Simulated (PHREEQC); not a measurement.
Consider water at 13 °C with 0.192 mol/kgw KOH, 8e-06 mol/kgw H4SiO4 and 0.00027 mol/kgw CO2. Closed to the air; pH follows from the charge balance.

All values are PHREEQC results (ion-association model, wateq4f.dat), not measurements.

No solid was allowed to form.

Question: Predict the pH, activity of water.

Answer: pH 13.56; activity of water 0.993.

Question: In which forms is Si present?

Answer: H2SiO4-2 71 %, H3SiO4- 29 % of the Si.

Away from 25 °C the constants follow the database's enthalpies or fits; those with neither stay at their 25 °C values.
